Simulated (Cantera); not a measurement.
Input (Python, Cantera):

```python
import numpy as np
import cantera as ct

surf = ct.Interface("diamond.yaml", "diamond_100")
gas, bulk = surf.adjacent["gas"], surf.adjacent["diamond"]
k = surf.kinetics_species_index(bulk.species_names[0])
cover = ["c6HH", "c6H*", "c6*H", "c6**", "c6HM", "c6B"]

rows, drift = [], 0.0
print(f"{'xH':>10s}{'um/h':>11s}" + "".join(f"{s:>11s}" for s in cover))
for v in [0.0001, 0.00022, 0.0005, 0.0011, 0.0025, 0.0057, 0.013, 0.029, 0.064]:
    T, P, xH, xCH3 = 1125, 2000, v, 3.4e-05
    gas.TPX = T, P, {"H": xH, "CH3": xCH3, "CH4": 0.0049, "H2": 1 - xH - xCH3 - 0.0049}
    surf.TP = bulk.TP = T, P
    surf.coverages = "c6H*:0.1, c6HH:0.9"
    surf.advance_coverages(100.0)
    before = surf.coverages
    surf.advance_coverages(100.0)
    drift = max(drift, np.max(np.abs(surf.coverages - before) / (surf.coverages + 1e-9)))
    rate = surf.net_production_rates[k] * bulk.mean_molecular_weight / bulk.density * 3.6e9
    rows.append([rate, *surf[cover].coverages])
    print(f"{v:10.4g}{rate:11.4e}" + "".join(f"{x:11.3e}" for x in rows[-1][1:]))
```

Result:

```
        xH       um/h       c6HH       c6H*       c6*H       c6**       c6HM        c6B
    0.0001 1.1340e-02  6.028e-01  2.439e-02  3.652e-01  5.521e-03  8.622e-04  3.077e-11
   0.00022 2.4364e-02  5.494e-01  2.745e-02  4.110e-01  9.860e-03  1.051e-03  6.611e-11
    0.0005 4.8056e-02  5.185e-01  2.911e-02  4.358e-01  1.440e-02  1.175e-03  1.304e-10
    0.0011 8.7831e-02  5.036e-01  2.985e-02  4.468e-01  1.762e-02  1.190e-03  2.383e-10
    0.0025 1.5815e-01  4.963e-01  3.021e-02  4.521e-01  1.960e-02  1.076e-03  4.292e-10
    0.0057 2.6192e-01  4.931e-01  3.039e-02  4.546e-01  2.061e-02  8.388e-04  7.107e-10
     0.013 3.7842e-01  4.918e-01  3.050e-02  4.557e-01  2.110e-02  5.498e-04  1.027e-09
     0.029 4.7201e-01  4.913e-01  3.061e-02  4.563e-01  2.133e-02  3.121e-04  1.281e-09
     0.064 5.3161e-01  4.911e-01  3.078e-02  4.564e-01  2.146e-02  1.604e-04  1.443e-09
```

Detailed kinetics in Cantera: the Harris–Goodwin 1993 mechanism for the reconstructed diamond (100) surface.
